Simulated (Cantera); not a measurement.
Cantera with NASA thermochemical tables; ideal gases at 1 bar, condensed phases pure. Values are per mole of reaction as written; species without (g) are pure solids or liquids, kept so even where they would boil at 1 bar.

### Question
Between 2050 and 2175 K, where is each reaction favourable under standard conditions?
- B2O2(g) = 2 B + 2 O(g)

### Answer
- B2O2(g) = 2 B + 2 O(g): ΔG° is 739 kJ at 2050 K and 724 kJ at 2175 K; it stays positive (K < 1). ΔH° is 981 kJ and ΔS° 118 J/K at 2175 K.
